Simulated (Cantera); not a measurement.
Input: 1 mol Ta2O5, 0.69 mol CO, 6.3 mol H2, equilibrated at 1125 °C and 61.5 Torr.

Cantera equilibrium calculation (NASA polynomials, part measured and part estimated; ideal gas, pure solids and liquids). Candidate condensed phases: C, C6H6, C7H8, C8H18, H2O, Ta, TaC, Ta2O5; 113 gas species. Mutual solubility and eutectic melting of coexisting phases are not modelled. TaC: taken at fixed stoichiometry. Condensed phases not in the tables: Ta2C. Rates play no part.

Base state: H2 0.901, CO 0.0984, H2O 0.00103, CO2 5.21e-5, H 1.57e-5 (mole fractions); condensed: TaC(s) + Ta2O5(s).

Question: What changes in the equilibrium state with this change: Ta2O5 replaced by SiO2?

Answer: 
| species | before | after |
|---|---|---|
| H2 | 0.901 | 0.901 |
| CO | 0.0984 | 0.0986 |
| H2O | 0.00103 | 9.18e-5 |
| CH4 | 7.73e-6 | 8.73e-5 |
| CO2 | 5.21e-5 | 4.64e-6 |
| TaC(s), mol | 0.00215 | 0 |
| Ta2O5(s), mol | 0.999 | 0 |
| SiO2(β-quartz), mol | 0 | 1.000 |
The tables hold silica as quartz up to 1696 K and as liquid above; real silica turns to tridymite and cristobalite and melts near 1996 K. Further candidate phases: Si, SiC, SiO2.
